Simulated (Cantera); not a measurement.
# Thermodynamics of aluminium nitride and oxide growth, feed Al + N2

Feed: 1 mol Al, 3.8 mol N2, equilibrated at 800 K and 133 Pa.

Method: chemical equilibrium by Gibbs-energy minimisation in Cantera with the NASA 1993 tables (ideal gas, pure condensed phases). Candidate condensed phases: Al, AlN; 5 gas species. Equilibrium is a limit: real reactors are often held back by kinetics, nucleation or transport.

| Quantity | Value |
|---|---|
| x(N2) | 1.00 |
| n(AlN(s)) | 1.00 mol |
| gas amount | 3.300 mol |
| log10 activity of Al(s) (absent) | -13.83 |
